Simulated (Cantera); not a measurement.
What does this Cantera script print?

```python
import numpy as np
import cantera as ct

gas = ct.Solution("gri30.yaml")
gas.TPX = 1225, 22000, {'N2O': 1, 'O2': 0.7}
reactor = ct.IdealGasConstPressureReactor(gas, energy="off", clone=False)
net = ct.ReactorNet([reactor])
net.rtol, net.atol = 1e-08, 1e-18
show = ['N2O', 'O2', 'O', 'NO', 'NO2', 'N2']
times = np.geomspace(0.0001, 20, 13)

steps = ct.SolutionArray(gas, extra=["t"])
rows = []
print(f"{'t/s':>10s}{'T/K':>9s}{'P/Pa':>11s}" + "".join(f"{s:>11s}" for s in show))
for t in times:
    while net.time < t:
        t_next = net.step()
        steps.append(gas.state, t=t_next)
    rows.append([np.interp(t, steps.t, y) for y in (steps.T, steps.P, *steps(*show).X.T)])
    print(f"{t:10.3e}{rows[-1][0]:9.1f}{rows[-1][1]:11.4g}" + "".join(f"{x:11.3e}" for x in rows[-1][2:]))
rate = np.gradient(steps.T, steps.t)
print("integrator steps:", len(steps.t))
if steps.T.max() > steps.T[0] + 200:
    print(f"time of steepest temperature rise: {steps.t[rate.argmax()]:.4e} s")
gas.TPX = 1225, 22000, {'N2O': 1, 'O2': 0.7}
gas.equilibrate("TP")
print(f"equilibrium (TP): T = {gas.T:.1f} K  " + "  ".join(f"{s} {gas[s].X[0]:.3e}" for s in show))
```

It prints:

```
       t/s      T/K       P/Pa        N2O         O2          O         NO        NO2         N2
 1.000e-04   1225.0    2.2e+04  5.882e-01  4.118e-01  2.399e-06  8.928e-07  1.779e-12  9.701e-06
 2.765e-04   1225.0    2.2e+04  5.882e-01  4.118e-01  2.643e-06  3.389e-06  2.513e-11  3.036e-05
 7.647e-04   1225.0    2.2e+04  5.881e-01  4.118e-01  2.647e-06  1.044e-05  2.372e-10  8.807e-05
 2.115e-03   1225.0    2.2e+04  5.879e-01  4.118e-01  2.647e-06  2.995e-05  1.940e-09  2.476e-04
 5.848e-03   1225.0    2.2e+04  5.873e-01  4.119e-01  2.647e-06  8.384e-05  1.469e-08  6.884e-04
 1.617e-02   1225.0    2.2e+04  5.856e-01  4.122e-01  2.646e-06  2.324e-04  1.044e-07  1.904e-03
 4.472e-02   1225.0    2.2e+04  5.810e-01  4.131e-01  2.645e-06  6.402e-04  6.468e-07  5.245e-03
 1.237e-01   1225.0    2.2e+04  5.686e-01  4.154e-01  2.640e-06  1.745e-03  3.079e-06  1.431e-02
 3.420e-01   1225.0    2.2e+04  5.359e-01  4.213e-01  2.624e-06  4.642e-03  1.052e-05  3.814e-02
 9.457e-01   1225.0    2.2e+04  4.570e-01  4.358e-01  2.578e-06  1.159e-02  2.863e-05  9.562e-02
 2.615e+00   1225.0    2.2e+04  3.028e-01  4.641e-01  2.433e-06  2.491e-02  6.400e-05  2.081e-01
 7.232e+00   1225.0    2.2e+04  1.131e-01  4.996e-01  1.916e-06  4.014e-02  1.078e-04  3.471e-01
 2.000e+01   1225.0    2.2e+04  1.492e-02  5.191e-01  6.295e-07  4.567e-02  1.553e-04  4.201e-01
integrator steps: 790
equilibrium (TP): T = 1225.0 K  N2O 7.131e-09  O2 5.453e-01  O 6.668e-08  NO 2.901e-04  NO2 3.283e-06  N2 4.544e-01
```

Model: GRI-Mech 3.0 (53 species, 325 reactions), integrated in Cantera. GRI-Mech 3.0 was tuned for natural gas; its chemistry of N2O as a main component is partial and can be far from experiment. The mechanism lacks the step 2 NO + O2 → 2 NO2, which can matter for NO2 below about 1400 K. The temperature is held fixed by assumption; the heat of reaction is taken as removed at once.
